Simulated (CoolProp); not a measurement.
Properties of R236EA along the isobar 101 kPa.

Computed with CoolProp (reference Helmholtz-energy equation of state, Rui 2013).

```json
[
 {"T (K)": "341.5", "phase": "gas", "speed of sound (m/s)": "138.5", "expansivity (1/kK)": "3.155", "Prandtl number": "0.658"},
 {"T (K)": "347.3", "phase": "gas", "speed of sound (m/s)": "139.7", "expansivity (1/kK)": "3.088", "Prandtl number": "0.659"},
 {"T (K)": "353.2", "phase": "gas", "speed of sound (m/s)": "141.0", "expansivity (1/kK)": "3.023", "Prandtl number": "0.660"},
 {"T (K)": "359.1", "phase": "gas", "speed of sound (m/s)": "142.3", "expansivity (1/kK)": "2.962", "Prandtl number": "0.661"},
 {"T (K)": "365", "phase": "gas", "speed of sound (m/s)": "143.5", "expansivity (1/kK)": "2.904", "Prandtl number": "0.662"},
 {"T (K)": "370.8", "phase": "gas", "speed of sound (m/s)": "144.7", "expansivity (1/kK)": "2.849", "Prandtl number": "0.663"},
 {"T (K)": "376.7", "phase": "gas", "speed of sound (m/s)": "146.0", "expansivity (1/kK)": "2.796", "Prandtl number": "0.664"},
 {"T (K)": "382.6", "phase": "gas", "speed of sound (m/s)": "147.2", "expansivity (1/kK)": "2.745", "Prandtl number": "0.665"},
 {"T (K)": "388.5", "phase": "gas", "speed of sound (m/s)": "148.4", "expansivity (1/kK)": "2.696", "Prandtl number": "0.666"},
 {"T (K)": "394.4", "phase": "gas", "speed of sound (m/s)": "149.5", "expansivity (1/kK)": "2.649", "Prandtl number": "0.667"},
 {"T (K)": "400.2", "phase": "gas", "speed of sound (m/s)": "150.7", "expansivity (1/kK)": "2.605", "Prandtl number": "0.668"},
 {"T (K)": "406.1", "phase": "gas", "speed of sound (m/s)": "151.8", "expansivity (1/kK)": "2.562", "Prandtl number": "0.669"},
 {"T (K)": "412", "phase": "gas", "speed of sound (m/s)": "153.0", "expansivity (1/kK)": "2.520", "Prandtl number": "0.670"}
]
```

Viscosity comes from a separate model (Huber 2003), an estimate that may be off by 10 % or more. Thermal conductivity comes from a separate model (Huber 2003), an estimate that may be off by 10 % or more.
